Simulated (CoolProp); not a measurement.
Vapour pressure (kPa) of n-octane: the reference equation beside estimates from Tc = 295.6 °C, pc = 2484 kPa, ω = 0.398. Clausius-Clapeyron is anchored at 105.45 °C with a constant enthalpy of vaporisation of 35.97 kJ/mol.

Values from CoolProp's reference Helmholtz-energy equation of state, Beckmüller 2019.

```json
[
 {"T (°C)": "105.45", "reference": "55.79", "Clausius-Clapeyron": "55.79", "van der Waals": "383.3", "Soave-Redlich-Kwong": "55.44", "Peng-Robinson": "55.98"},
 {"T (°C)": "115.55", "reference": "75.90", "Clausius-Clapeyron": "75.08", "van der Waals": "440.1", "Soave-Redlich-Kwong": "75.64", "Peng-Robinson": "76.01"},
 {"T (°C)": "125.65", "reference": "101.3", "Clausius-Clapeyron": "99.53", "van der Waals": "502.2", "Soave-Redlich-Kwong": "101.3", "Peng-Robinson": "101.4"},
 {"T (°C)": "135.65", "reference": "132.7", "Clausius-Clapeyron": "129.8", "van der Waals": "569.1", "Soave-Redlich-Kwong": "133.0", "Peng-Robinson": "132.6"},
 {"T (°C)": "145.75", "reference": "171.6", "Clausius-Clapeyron": "167.5", "van der Waals": "642.2", "Soave-Redlich-Kwong": "172.4", "Peng-Robinson": "171.5"},
 {"T (°C)": "155.85", "reference": "218.7", "Clausius-Clapeyron": "213.6", "van der Waals": "721.2", "Soave-Redlich-Kwong": "220.3", "Peng-Robinson": "218.6"},
 {"T (°C)": "165.95", "reference": "275.3", "Clausius-Clapeyron": "269.4", "van der Waals": "806.1", "Soave-Redlich-Kwong": "278.0", "Peng-Robinson": "275.3"},
 {"T (°C)": "175.95", "reference": "341.8", "Clausius-Clapeyron": "335.5", "van der Waals": "896.2", "Soave-Redlich-Kwong": "345.8", "Peng-Robinson": "341.9"},
 {"T (°C)": "186.05", "reference": "420.6", "Clausius-Clapeyron": "414.7", "van der Waals": "993.4", "Soave-Redlich-Kwong": "426.4", "Peng-Robinson": "421.2"},
 {"T (°C)": "196.15", "reference": "512.6", "Clausius-Clapeyron": "507.9", "van der Waals": "1097", "Soave-Redlich-Kwong": "520.6", "Peng-Robinson": "513.8"},
 {"T (°C)": "206.25", "reference": "619.1", "Clausius-Clapeyron": "616.8", "van der Waals": "1207", "Soave-Redlich-Kwong": "629.6", "Peng-Robinson": "621.3"},
 {"T (°C)": "216.25", "reference": "740.3", "Clausius-Clapeyron": "741.7", "van der Waals": "1323", "Soave-Redlich-Kwong": "753.7", "Peng-Robinson": "743.8"}
]
```

Absolute difference from the reference over all 12 rows, mean and median: Clausius-Clapeyron 1.4 and 1.6 %, van der Waals 256.2 and 211.3 %, Soave-Redlich-Kwong 0.9 and 0.9 %, Peng-Robinson 0.2 and 0.1 %.
